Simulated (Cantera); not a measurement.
Feed: 1 mol CuO, 120 mol H2, 1.9 mol N2, equilibrated at 2000 K and 0.133 bar.

Equilibrium computed with Cantera from the NASA thermochemical tables; the gas is ideal and each condensed phase is pure. Candidate condensed phases: Cu, CuO, Cu(OH)2, Cu2O, H2O; 27 gas species. The numbers say what is thermodynamically allowed, not how fast it happens.

Base state: H2 0.964, N2 0.0154, H2O 0.00812, Cu 0.00810, H 0.00437 (mole fractions); condensed: gas only.

What changes in the equilibrium state with this change: pressure from 0.133 bar to 63.0 mbar?


```
species   before    after
-------  -------  -------
H2         0.964    0.962
N2        0.0154   0.0154
H2O      0.00812  0.00811
H        0.00437  0.00635
Cu       0.00810  0.00810
```
